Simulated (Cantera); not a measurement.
Cantera run:

```python
import numpy as np
import cantera as ct

gas_names = [...]  # 95 gases of nasa_gas.yaml made of C, F, H
cond_names = """
    C(gr) C6H6(L) C7H8(L) C8H18(L),n-octa
""".split()


# ... load() reads the species with a 1 bar reference pressure and builds the phases ...
atoms = {
    'CHF3': {'C': 1, 'H': 1, 'F': 3},
    'CH4': {'C': 1, 'H': 4},
    'H2': {'H': 2},
}
top_T = {'C(gr)': 4500}  # K; cautious upper limits of use, not melting points


# ... equilibrate(T, P, feed) seeds the gas with the atoms and calls Mixture.equilibrate('TP', solver="vcs", rtol=1e-11, max_steps=5000) ...
results = []
P = 12  # Pa
for T in [2450, 2500, 2550, 2600, 2650, 2700, 2750, 2800, 2850, 2900]:
    for m in [0.0068, 0.011, 0.018, 0.03, 0.048, 0.078, 0.13, 0.21, 0.34, 0.55, 0.9, 1.5]:
        feed = {'CHF3': 1, 'CH4': m, 'H2': 15}  # mol
        mix = equilibrate(T, P, feed)
        results.append((T, P, feed, dict(zip(mix.species_names, mix.species_moles))))

for T, P, feed, n in results:
    print(f"{T:7g} {feed['CH4']:10.4g}  " + (" + ".join(c for c in cond_names if n.get(c, 0) > 1e-12) or "gas only"))
```

Output:

```
   2450     0.0068  C(gr)
   2450      0.011  C(gr)
   2450      0.018  C(gr)
   2450       0.03  C(gr)
   2450      0.048  C(gr)
   2450      0.078  C(gr)
   2450       0.13  C(gr)
   2450       0.21  C(gr)
   2450       0.34  C(gr)
   2450       0.55  C(gr)
   2450        0.9  C(gr)
   2450        1.5  C(gr)
   2500     0.0068  C(gr)
   2500      0.011  C(gr)
   2500      0.018  C(gr)
   2500       0.03  C(gr)
   2500      0.048  C(gr)
   2500      0.078  C(gr)
   2500       0.13  C(gr)
   2500       0.21  C(gr)
   2500       0.34  C(gr)
   2500       0.55  C(gr)
   2500        0.9  C(gr)
   2500        1.5  C(gr)
   2550     0.0068  gas only
   2550      0.011  gas only
   2550      0.018  gas only
   2550       0.03  C(gr)
   2550      0.048  C(gr)
   2550      0.078  C(gr)
   2550       0.13  C(gr)
   2550       0.21  C(gr)
   2550       0.34  C(gr)
   2550       0.55  C(gr)
   2550        0.9  C(gr)
   2550        1.5  C(gr)
   2600     0.0068  gas only
   2600      0.011  gas only
   2600      0.018  gas only
   2600       0.03  gas only
   2600      0.048  gas only
   2600      0.078  gas only
   2600       0.13  gas only
   2600       0.21  gas only
   2600       0.34  gas only
   2600       0.55  gas only
   2600        0.9  gas only
   2600        1.5  C(gr)
   2650     0.0068  gas only
   2650      0.011  gas only
   2650      0.018  gas only
   2650       0.03  gas only
   2650      0.048  gas only
   2650      0.078  gas only
   2650       0.13  gas only
   2650       0.21  gas only
   2650       0.34  gas only
   2650       0.55  gas only
   2650        0.9  gas only
   2650        1.5  gas only
   2700     0.0068  gas only
   2700      0.011  gas only
   2700      0.018  gas only
   2700       0.03  gas only
   2700      0.048  gas only
   2700      0.078  gas only
   2700       0.13  gas only
   2700       0.21  gas only
   2700       0.34  gas only
   2700       0.55  gas only
   2700        0.9  gas only
   2700        1.5  gas only
   2750     0.0068  gas only
   2750      0.011  gas only
   2750      0.018  gas only
   2750       0.03  gas only
   2750      0.048  gas only
   2750      0.078  gas only
   2750       0.13  gas only
   2750       0.21  gas only
   2750       0.34  gas only
   2750       0.55  gas only
   2750        0.9  gas only
   2750        1.5  gas only
   2800     0.0068  gas only
   2800      0.011  gas only
   2800      0.018  gas only
   2800       0.03  gas only
   2800      0.048  gas only
   2800      0.078  gas only
   2800       0.13  gas only
   2800       0.21  gas only
   2800       0.34  gas only
   2800       0.55  gas only
   2800        0.9  gas only
   2800        1.5  gas only
   2850     0.0068  gas only
   2850      0.011  gas only
   2850      0.018  gas only
   2850       0.03  gas only
   2850      0.048  gas only
   2850      0.078  gas only
   2850       0.13  gas only
   2850       0.21  gas only
   2850       0.34  gas only
   2850       0.55  gas only
   2850        0.9  gas only
   2850        1.5  gas only
   2900     0.0068  gas only
   2900      0.011  gas only
   2900      0.018  gas only
   2900       0.03  gas only
   2900      0.048  gas only
   2900      0.078  gas only
   2900       0.13  gas only
   2900       0.21  gas only
   2900       0.34  gas only
   2900       0.55  gas only
   2900        0.9  gas only
   2900        1.5  gas only
```

Cantera equilibrium calculation (NASA polynomials, part measured and part estimated; ideal gas, pure solids and liquids).
